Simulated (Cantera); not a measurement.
Charge: 1 mol PbO, 2.2 mol H₂, at 0.100 bar.

Equilibrium computed with Cantera from the NASA thermochemical tables; the gas is ideal and each condensed phase is pure. Candidate condensed phases: H₂O, Pb, PbO, PbO₂, Pb₃O₄; 12 gas species. Equilibrium is a limit: real reactors are often held back by kinetics, nucleation or transport. All values below are at 1900 K.

Base state: H₂ 0.375, H₂O 0.311, Pb 0.311, H 0.00154, PbO 0.000796, OH 0.000105, Pb₂ 5.78e-5 (mole fractions); condensed: gas only.

Q: What changes in the equilibrium state with this change: pressure from 0.100 bar to 11.0 mbar?

A: 
```tsv
species	before	after
H₂	0.375	0.373
Pb	0.311	0.311
H₂O	0.311	0.311
H	0.00154	0.00462
Pb₂	5.78e-5	6.34e-6
OH	0.000105	0.000316
PbO	0.000796	0.000798
```
